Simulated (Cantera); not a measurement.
Charge: 1 mol Al2O3, 0.59 mol HCl, 0.041 mol O2, equilibrated at 1402 °C and 44000 Pa.

Method: chemical equilibrium by Gibbs-energy minimisation in Cantera with the NASA 1993 tables (ideal gas, pure condensed phases). Candidate condensed phases: Al, AlCl3, Al2O3, H2O; 29 gas species. Gases not in the tables: Al(OH)3. The numbers say what is thermodynamically allowed, not how fast it happens.

Base state: HCl 0.831, H2O 0.0540, Cl 0.0448, O2 0.0383, Cl2 0.0313, AlCl3 0.000243, OH 0.000181, ClO 0.000117 (mole fractions); condensed: Al2O3(s).

Q: What changes in the equilibrium state with this change: temperature from 1402 °C to 827 °C?

A: 
| species | before | after |
|---|---|---|
| HCl | 0.831 | 0.783 |
| H2O | 0.0540 | 0.0992 |
| Cl2 | 0.0313 | 0.0989 |
| Cl | 0.0448 | 0.000718 |
| O2 | 0.0383 | 0.0186 |
| AlCl3 | 0.000243 | 2.43e-7 |
| O | 1.01e-5 | <1e-9 |
| OH | 0.000181 | 4.53e-7 |
| ClO | 0.000117 | 3.15e-6 |
| Al2O3(s), mol | 1.000 | 1.00 |
